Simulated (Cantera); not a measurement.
Input: 1 mol Hg, 4 mol H₂, equilibrated at 1525 K and 74.0 Pa.

Equilibrium computed with Cantera from the NASA thermochemical tables; the gas is ideal and each condensed phase is pure. Candidate condensed phases: Hg; 3 gas species. Rates play no part.

What is the equilibrium state?


```json
{
  "x(H₂)": "0.799",
  "x(Hg)": "0.200",
  "x(H)": "0.000777",
  "gas_amount": "5.002 mol",
  "log10 activity of Hg(l) (absent)": "-6.60"
}
```
